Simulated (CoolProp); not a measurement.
Computed with CoolProp (reference Helmholtz-energy equation of state, Jacobsen 1992).

Task: For R11, give the phase and the cv (kJ/(kg K)), speed of sound (m/s), Joule-Thomson coefficient (K/MPa), isothermal compressibility (1/MPa) at -32.45 °C and 6000 kPa; 57.85 °C and 6000 kPa; 118.05 °C and 6000 kPa.

Result: 
- -32.45 °C and 6000 kPa: liquid; cv 0.573, speed of sound 970, Joule-Thomson coefficient -0.513, isothermal compressibility 0.000955
- 57.85 °C and 6000 kPa: liquid; cv 0.609, speed of sound 667, Joule-Thomson coefficient -0.339, isothermal compressibility 0.00235
- 118.05 °C and 6000 kPa: liquid; cv 0.634, speed of sound 487, Joule-Thomson coefficient -0.0407, isothermal compressibility 0.00524
